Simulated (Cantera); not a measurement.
A Cantera script and its output.

```python
import numpy as np
import cantera as ct

gas = ct.Solution("h2o2.yaml")
gas.TPX = 950, 1333, {'H2': 0.048, 'O2': 1}
reactor = ct.IdealGasConstPressureReactor(gas, energy="off", clone=False)
net = ct.ReactorNet([reactor])
net.rtol, net.atol = 1e-08, 1e-18
show = ['H2', 'O2', 'HO2', 'H2O', 'H', 'H2O2']
times = np.geomspace(4e-06, 10, 15)

steps = ct.SolutionArray(gas, extra=["t"])
rows = []
print(f"{'t/s':>10s}{'T/K':>9s}{'P/Pa':>11s}" + "".join(f"{s:>11s}" for s in show))
for t in times:
    while net.time < t:
        t_next = net.step()
        steps.append(gas.state, t=t_next)
    rows.append([np.interp(t, steps.t, y) for y in (steps.T, steps.P, *steps(*show).X.T)])
    print(f"{t:10.3e}{rows[-1][0]:9.1f}{rows[-1][1]:11.4g}" + "".join(f"{x:11.3e}" for x in rows[-1][2:]))
rate = np.gradient(steps.T, steps.t)
print("integrator steps:", len(steps.t))
if steps.T.max() > steps.T[0] + 200:
    print(f"time of steepest temperature rise: {steps.t[rate.argmax()]:.4e} s")
gas.TPX = 950, 1333, {'H2': 0.048, 'O2': 1}
gas.equilibrate("TP")
print(f"equilibrium (TP): T = {gas.T:.1f} K  " + "  ".join(f"{s} {gas[s].X[0]:.3e}" for s in show))
```

It prints:

```
       t/s      T/K       P/Pa         H2         O2        HO2        H2O          H       H2O2
 4.000e-06    950.0       1333  4.580e-02  9.542e-01  4.017e-13  5.136e-17  3.973e-13  2.015e-19
 1.146e-05    950.0       1333  4.580e-02  9.542e-01  1.151e-12  1.090e-15  1.117e-12  1.634e-18
 3.281e-05    950.0       1333  4.580e-02  9.542e-01  3.300e-12  2.364e-14  3.050e-12  1.337e-17
 9.398e-05    950.0       1333  4.580e-02  9.542e-01  9.481e-12  4.699e-13  7.917e-12  1.099e-16
 2.692e-04    950.0       1333  4.580e-02  9.542e-01  2.737e-11  7.774e-12  2.097e-11  9.053e-16
 7.710e-04    950.0       1333  4.580e-02  9.542e-01  8.065e-11  1.218e-10  8.719e-11  7.551e-15
 2.208e-03    950.0       1333  4.580e-02  9.542e-01  3.362e-10  5.281e-09  2.127e-09  7.245e-14
 6.325e-03    950.0       1333  4.575e-02  9.542e-01  7.622e-07  3.851e-05  1.481e-05  1.225e-10
 1.811e-02    950.0       1333  1.286e-03  9.400e-01  8.043e-06  4.184e-02  5.285e-03  1.376e-07
 5.188e-02    950.0       1333  1.522e-04  9.509e-01  4.355e-06  4.634e-02  2.786e-04  8.677e-08
 1.486e-01    950.0       1333  1.864e-05  9.528e-01  1.561e-06  4.678e-02  1.168e-05  6.189e-08
 4.256e-01    950.0       1333  2.227e-06  9.531e-01  4.059e-07  4.685e-02  5.445e-07  3.526e-08
 1.219e+00    950.0       1333  2.786e-07  9.531e-01  9.059e-08  4.687e-02  3.416e-08  1.613e-08
 3.491e+00    950.0       1333  4.254e-08  9.531e-01  2.148e-08  4.687e-02  3.121e-09  6.730e-09
 1.000e+01    950.0       1333  8.789e-09  9.531e-01  5.786e-09  4.687e-02  3.873e-10  2.742e-09
integrator steps: 1566
equilibrium (TP): T = 950.0 K  H2 7.626e-12  O2 9.531e-01  HO2 2.903e-10  H2O 4.687e-02  H 1.340e-14  H2O2 7.589e-12
```

Computed with Cantera and the H2/O2 subset of GRI-Mech 3.0, which has no nitrogen chemistry. Radical loss at walls, strong at low pressure, is not modelled. The temperature is held fixed by assumption; the heat of reaction is taken as removed at once.
